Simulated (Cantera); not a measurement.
Mixture: 7.48 % CH₄, 19.4 % O₂, 73.1 % N₂, at 1.28 atm, adiabatic and at constant pressure. Ignition delay is the time to a rise of 400 K.

Cantera simulation using GRI-Mech 3.0 (53 species, 325 reactions); the numbers are that mechanism's predictions, not measurements.

Question: Predict: delay at 1175 K; delay at 1325 K; delay at 1475 K; delay at 1625 K; delay at 1775 K; apparent activation energy between 1625 and 1775 K.

Answer: 
| Quantity | Result |
|---|---|
| delay at 1175 K | 45.5 ms |
| delay at 1325 K | 6.08 ms |
| delay at 1475 K | 1.12 ms |
| delay at 1625 K | 0.289 ms |
| delay at 1775 K | 0.101 ms |
| apparent activation energy between 1625 and 1775 K | 170 kJ/mol |
